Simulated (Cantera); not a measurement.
A freely propagating, adiabatic, planar premixed flame of H2 : O2 : N2 = 1 : 0.602 : 2.27 (molar parts), equivalence ratio 0.83, unburnt at 525 K and 7.90 atm; mixture-averaged transport, grid criteria slope 0.08 and curve 0.16, no radiation.

Model: the H2/O2 subset of GRI-Mech 3.0, which has no nitrogen chemistry, integrated in Cantera. The hydrogen kinetics of GRI-Mech 3.0 are dated; newer H2 mechanisms differ, most at raised pressure. Burning velocities carry a grid error of a few per cent, more on coarse grids.

Problem. What does this change do: inlet temperature 525 to 675 K?

Solution. 
| quantity | before | after |
|---|---|---|
| laminar burning velocity | 324 cm/s | 631 cm/s |
| thermal thickness | 0.0330 mm | 0.0340 mm |
| peak x(OH) | 0.0138 | 0.0172 |
| peak x(HO2) | 0.00121 | 0.00111 |
| peak x(H2O2) | 0.000161 | 0.000104 |
